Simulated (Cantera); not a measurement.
An isothermal plug-flow reactor at 975 K and 0.316 atm (inlet), inlet velocity 0.42 m/s, active area per volume 410 1/m; feed 2.31 % H2, 18.5 % O2, 73.1 % N2, 6.02 % H2O.

Model: Deutschmann's 1995 Pt surface mechanism with GRI-Mech 3.0 gas chemistry, integrated in Cantera. Catalytic surfaces can have several steady states; this one follows from the mechanism file's or the stated starting coverage. Mass transfer to the wall is taken as infinitely fast.

x: gas mole fraction; θ: surface coverage.

| z (m) | x H2 | x O2 | x H2O | θ free Pt | θ O* | θ OH* |
|---|---|---|---|---|---|---|
| 0.00019 | ? | 0.177 | 0.0798 | 0.212 | 0.785 | 0.00326 |
| 0.00033 | ? | 0.176 | 0.0828 | 0.203 | 0.794 | 0.00323 |
| 0.00059 | ? | 0.176 | 0.0841 | 0.199 | 0.798 | 0.00322 |
| 0.001 | ? | 0.176 | 0.0843 | 0.198 | 0.798 | 0.00322 |
| 0.0019 | ? | 0.176 | 0.0843 | 0.198 | 0.798 | 0.00322 |
| 0.0033 | 3.62e-10 | 0.176 | 0.0843 | 0.198 | 0.798 | 0.00322 |
| 0.0059 | 3.62e-10 | 0.176 | 0.0843 | 0.198 | 0.798 | 0.00322 |
| 0.01 | 3.62e-10 | 0.176 | 0.0843 | 0.198 | 0.798 | 0.00322 |
| 0.019 | 3.61e-10 | 0.176 | 0.0843 | 0.198 | 0.798 | 0.00322 |

**Question.** What belongs in the gaps?

**Answer.** 
- 0.00019, x H2: 0.00434
- 0.00033, x H2: 0.00148
- 0.00059, x H2: 0.000214
- 0.001, x H2: 1.04e-5
- 0.0019, x H2: 1.39e-8
